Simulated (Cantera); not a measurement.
Gas activation for diamond growth

A perfectly stirred reactor is fed with CH4 : H2 : H : H2O = 0.026 : 1 : 0.15 : 0.056 (molar parts), at 1330 Pa; it is held at 2625 K, and followed from long to short residence time.

Cantera simulation using GRI-Mech 3.0 (53 species, 325 reactions); the numbers are that mechanism's predictions, not measurements. Radical loss at walls, strong at low pressure, is not modelled.

| τ (s) | x CH4 | x H2 | x H | x C2H6 | x C2H4 | x C2H |
|---|---|---|---|---|---|---|
| 0.40 | 1.20e-6 | 0.763 | 0.196 | <1e-12 | 5.68e-11 | 3.29e-9 |
| 0.22 | 5.16e-6 | 0.800 | 0.158 | <1e-12 | 7.95e-10 | 2.91e-8 |
| 0.12 | 2.18e-5 | 0.830 | 0.126 | 1.31e-11 | 9.78e-9 | 2.32e-7 |
| 0.065 | 6.93e-5 | 0.850 | 0.106 | 1.21e-10 | 7.19e-8 | 1.22e-6 |
| 0.036 | 0.000157 | 0.860 | 0.0950 | 5.74e-10 | 2.94e-7 | 3.88e-6 |
| 0.019 | 0.000301 | 0.866 | 0.0882 | 2.00e-9 | 9.13e-7 | 9.35e-6 |
| 0.011 | 0.000466 | 0.867 | 0.0850 | 4.63e-9 | 1.95e-6 | 1.59e-5 |
| 0.0058 | 0.000707 | 0.867 | 0.0834 | 1.04e-8 | 4.07e-6 | 2.48e-5 |
| 0.0031 | 0.00100 | 0.865 | 0.0834 | 2.03e-8 | 7.54e-6 | 3.34e-5 |
| 0.0017 | 0.00135 | 0.862 | 0.0845 | 3.65e-8 | 1.29e-5 | 4.03e-5 |
| 0.00093 | 0.00180 | 0.858 | 0.0863 | 6.32e-8 | 2.11e-5 | 4.49e-5 |
x: mole fraction; the columns are a selection and need not sum to one.
